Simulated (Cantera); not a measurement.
An isothermal, constant-pressure homogeneous reactor starts with 5.90 % CH₄, 89.4 % H₂, 4.74 % H, at 1550 K and 0.132 atm.

Model: GRI-Mech 3.0 (53 species, 325 reactions), integrated in Cantera. GRI-Mech 3.0 stops at C3 and has no aromatics, soot or wall deposition, so with more carbon than oxygen in the feed, carbon stays in small species such as C2H2 where larger ones or solid carbon would form.

Problem. Predict: x(CH₄) at 1.00 s; x(H₂) at 1.00 s; x(H) at 1.00 s; x(C₂H) at 1.00 s; x(CH₂) at 1.00 s; x(C₂H₄) at 1.00 s.

Solution. 
```json
{
 "x(CH₄) at 1.00 s": "0.0436 (gas-phase equilibrium 0.00973)",
 "x(H₂) at 1.00 s": "0.948 (gas-phase equilibrium 0.966)",
 "x(H) at 1.00 s": "7.47e-5 (gas-phase equilibrium 8.54e-5)",
 "x(C₂H) at 1.00 s": "1.53e-9 (gas-phase equilibrium 5.24e-9)",
 "x(CH₂) at 1.00 s": "4.70e-9 (gas-phase equilibrium 1.36e-9)",
 "x(C₂H₄) at 1.00 s": "0.000218 (gas-phase equilibrium 0.000523)"
}
```
